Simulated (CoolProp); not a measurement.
Vapour-liquid equilibrium of n-hexane (1) + n-decane (2) at 16.45 °C; x and y are mole fractions of (1).

The numbers come from the multi-fluid Helmholtz-energy mixture model, Thol 2019 and Lemmon 2006; pair parameters Kunz 2012 in CoolProp.

| x | bubble pressure, mixture model (kPa) | bubble pressure, Raoult's law (kPa) | y, mixture model | y, Raoult's law |
|---|---|---|---|---|
| 0.05 | 0.7538 | 0.7800 | 0.876 | 0.880 |
| 0.15 | 2.072 | 2.143 | 0.959 | 0.961 |
| 0.25 | 3.406 | 3.506 | 0.978 | 0.979 |
| 0.35 | 4.759 | 4.870 | 0.986 | 0.987 |
| 0.45 | 6.129 | 6.233 | 0.991 | 0.991 |
| 0.55 | 7.510 | 7.596 | 0.994 | 0.994 |
| 0.65 | 8.896 | 8.959 | 0.996 | 0.996 |
| 0.75 | 10.28 | 10.32 | 0.998 | 0.998 |
| 0.85 | 11.66 | 11.69 | 0.999 | 0.999 |
| 0.95 | 13.04 | 13.05 | 1.000 | 1.000 |

The largest gap from Raoult's law is -3.4 % in bubble pressure, at x = 0.05. No azeotrope shows between x = 0.05 and 0.95.

The pair parameters rest on a limited set of measurements; away from them the model extrapolates.
